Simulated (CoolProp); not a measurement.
The fluoroketone C6F12O (FK-5-1-12) along the isotherm 37.45 °C: density (kg/m³) from the reference equation and from simpler models built on Tc = 168.7 °C, pc = 18.69 bar, ω = 0.471; each cubic takes its own stable root.

The numbers come from the reference Helmholtz-energy equation of state, McLinden 2015 in CoolProp.

| p (bar) | phase | reference | van der Waals | Redlich-Kwong | Soave-Redlich-Kwong |
|---|---|---|---|---|---|
| 0.591 | gas | 7.552 | 7.394 | 7.452 | 7.503 |
| 1.05 | liquid | 1564 | 13.38 | 13.57 | 1428 |
| 1.87 | liquid | 1565 | 24.67 | 1327 | 1429 |
| 3.32 | liquid | 1566 | 47.13 | 1329 | 1430 |
| 5.91 | liquid | 1567 | 920.2 | 1334 | 1433 |
| 10.5 | liquid | 1570 | 929.9 | 1342 | 1437 |
| 18.7 | liquid | 1574 | 945.1 | 1354 | 1445 |
| 33.2 | liquid | 1582 | 967.2 | 1375 | 1458 |
| 59.1 | liquid | 1594 | 997.1 | 1406 | 1477 |
| 105 | liquid | 1614 | 1034 | 1449 | 1507 |
| 187 | liquid | 1644 | 1077 | 1504 | 1547 |

At some of these states van der Waals, Redlich-Kwong gives the other phase, because its saturation line lies elsewhere.
